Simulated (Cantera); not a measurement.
Input (Python, Cantera):

```python
import numpy as np
import cantera as ct

gas = ct.Solution("gri30.yaml")
gas.TPX = 375, 180000, {'CH4': 1, 'CO': 0.06, 'O2': 1.45, 'N2': 5.45}
inlet = ct.Reservoir(gas, clone=True)
gas.equilibrate("HP")  # start burning
reactor = ct.IdealGasConstPressureReactor(gas, energy="on", clone=False)
exhaust = ct.Reservoir(gas, clone=True)
tau = [0.038, 0.013, 0.0047, 0.0017, 0.00059, 0.00021, 7.4e-05, 2.6e-05, 9.3e-06][0]
for a, b in ((inlet, reactor), (reactor, exhaust)):
    ct.MassFlowController(a, b, mdot=lambda t: reactor.mass / tau)
net = ct.ReactorNet([reactor])
show = ['CH4', 'CO', 'O2', 'H', 'CH2O', 'C2H2', 'HO2']

rows = []
print(f"{'tau/s':>10s}{'T/K':>9s}" + "".join(f"{s:>11s}" for s in show))
for tau in [0.038, 0.013, 0.0047, 0.0017, 0.00059, 0.00021, 7.4e-05, 2.6e-05, 9.3e-06]:
    net.initial_time = 0.0
    net.advance(30 * tau)
    before = gas.X
    net.advance(40 * tau)
    drift = np.max(np.abs(gas.X - before) / (gas.X + 1e-9))
    rows.append([gas.T, *gas[show].X, drift])
    print(f"{tau:10.3e}{gas.T:9.1f}" + "".join(f"{x:11.3e}" for x in gas[show].X))
```

Result:

```
     tau/s      T/K        CH4         CO         O2          H       CH2O       C2H2        HO2
 3.800e-02   2036.7  5.567e-04  7.567e-02  2.535e-04  6.770e-04  5.225e-06  1.158e-04  5.904e-08
 1.300e-02   2033.4  9.464e-04  7.486e-02  6.070e-04  8.140e-04  1.154e-05  3.019e-04  1.610e-07
 4.700e-03   2025.2  1.383e-03  7.418e-02  1.316e-03  1.020e-03  2.294e-05  5.453e-04  4.213e-07
 1.700e-03   2007.0  1.970e-03  7.400e-02  2.810e-03  1.292e-03  4.446e-05  8.140e-04  1.150e-06
 5.900e-04   1960.6  3.353e-03  7.481e-02  6.867e-03  1.482e-03  9.490e-05  1.176e-03  3.884e-06
 2.100e-04    375.0  1.256e-01  7.538e-03  1.822e-01  1.005e-29  4.371e-18  4.700e-18  1.656e-19
 7.400e-05    375.0  1.256e-01  7.538e-03  1.822e-01  1.770e-32  6.954e-21  7.478e-21  2.634e-22
 2.600e-05    375.0  1.256e-01  7.538e-03  1.822e-01  5.649e-33  4.393e-22  4.723e-22  1.664e-23
 9.300e-06    375.0  1.256e-01  7.538e-03  1.822e-01  1.594e-33  2.775e-23  2.984e-23  1.051e-24
```

Cantera simulation using GRI-Mech 3.0 (53 species, 325 reactions); the numbers are that mechanism's predictions, not measurements.
